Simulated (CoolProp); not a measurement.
R115 at 298.15 K and 0.356 MPa is throttled through a valve to 0.241 MPa with no heat exchange. Each further row changes one setting.

Model: reference Helmholtz-energy equation of state, Lemmon 2016, in CoolProp.

```json
[
 {"case": "as stated", "temperature change (K)": "-1.7", "final density (kg/m³)": "15.8"},
 {"case": "outlet pressure 0.0723 MPa", "temperature change (K)": "-4.1", "final density (kg/m³)": "4.63"},
 {"case": "outlet pressure 0.313 MPa", "temperature change (K)": "-0.6", "final density (kg/m³)": "20.8"}
]
```
